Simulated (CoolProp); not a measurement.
Model: reference Helmholtz-energy equation of state, Gao 2022, in CoolProp.

Give the vapour pressure (MPa), liquid density (kg/m³), vapour density (kg/m³), enthalpy of vaporisation (kJ/kg) of saturated n-perfluorobutane at 262.9, 322.8 K.


```tsv
T (K)	p (MPa)	liquid density (kg/m³)	vapour density (kg/m³)	enthalpy of vaporisation (kJ/kg)
262.9	0.0719	1630	8.13	100
322.8	0.550	1390	58.6	77.9
```
